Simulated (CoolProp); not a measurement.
Vapour-liquid equilibrium of R22 (1) + R123 (2) at 0.894 MPa; x and y are mole fractions of (1).

Model: multi-fluid Helmholtz-energy mixture model, Kamei 1995 and Younglove 1994; pair parameters Bell 2016, in CoolProp.

```tsv
x	bubble temperature (K)	y at the bubble point	dew temperature at overall composition x (K)	liquid density (mol/L)
0.05	370.8	0.177	376.8	8.318
0.125	359.1	0.397	373.3	8.765
0.2	348.4	0.562	369.7	9.208
0.275	339.0	0.681	365.9	9.644
0.35	330.9	0.767	361.8	10.07
0.425	323.9	0.828	357.4	10.50
0.5	317.9	0.873	352.7	10.92
0.575	312.7	0.906	347.5	11.35
0.65	308.2	0.931	341.7	11.79
0.725	304.3	0.951	335.0	12.23
0.8	300.7	0.968	327.2	12.69
0.875	297.5	0.981	317.6	13.17
0.95	294.4	0.993	304.6	13.67
```

No azeotrope shows between x = 0.05 and 0.95.

The pair parameters rest on a limited set of measurements; away from them the model extrapolates.
